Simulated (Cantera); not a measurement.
**Silicon nitride deposition: SiCl4 + NH3 + H2**

A closed system holds: 1 mol SiCl4, 1.8 mol NH3, 0.3 mol H2, equilibrated at 1725 °C and 100 Torr.

Method: chemical equilibrium by Gibbs-energy minimisation in Cantera with the NASA 1993 tables (ideal gas, pure condensed phases). Candidate condensed phases: NH4Cl, Si, Si3N4; 28 gas species. The tables' values for SiCl3, SiCl are old estimates; treat these amounts as uncertain. Equilibrium is a limit: real reactors are often held back by kinetics, nucleation or transport.

| Property | Value |
|---|---|
| x(H2) | 0.343 |
| x(HCl) | 0.330 |
| x(SiCl2) | 0.161 |
| x(N2) | 0.153 |
| x(SiCl3) | 0.00766 |
| x(H) | 0.00258 |
| x(Cl) | 0.00184 |
| x(SiCl4) | 0.000419 |
| x(SiCl) | 0.000417 |
| gas amount | 5.889 mol |
| log10 activity of Si(l) (absent) | -0.67 |
